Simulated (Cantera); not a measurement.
A perfectly stirred reactor is fed with 21.0 % H₂, 24.7 % O₂, 54.3 % N₂, equivalence ratio 0.42, at 173 Torr; it is held at 1200 K, and followed from long to short residence time.

Cantera simulation using the H2/O2 subset of GRI-Mech 3.0, which has no nitrogen chemistry; the numbers are that mechanism's predictions, not measurements. The temperature is held fixed by assumption; the heat of reaction is taken as removed at once.

Predict: x(H₂) at τ = 1.80 s; x(O₂) at τ = 1.80 s; x(OH) at τ = 1.80 s; x(HO₂) at τ = 1.80 s; x(H) at τ = 1.80 s; x(H₂) at τ = 22.0 ms; x(O₂) at τ = 22.0 ms; x(OH) at τ = 22.0 ms; x(HO₂) at τ = 22.0 ms; x(H) at τ = 22.0 ms.


| Item | Result |
|---|---|
| x(H₂) at τ = 1.80 s | 0.000133 |
| x(O₂) at τ = 1.80 s | 0.159 |
| x(OH) at τ = 1.80 s | 0.000249 |
| x(HO₂) at τ = 1.80 s | 4.26e-6 |
| x(H) at τ = 1.80 s | 4.94e-6 |
| x(H₂) at τ = 22.0 ms | 0.00228 |
| x(O₂) at τ = 22.0 ms | 0.159 |
| x(OH) at τ = 22.0 ms | 0.00112 |
| x(HO₂) at τ = 22.0 ms | 2.84e-5 |
| x(H) at τ = 22.0 ms | 0.000407 |
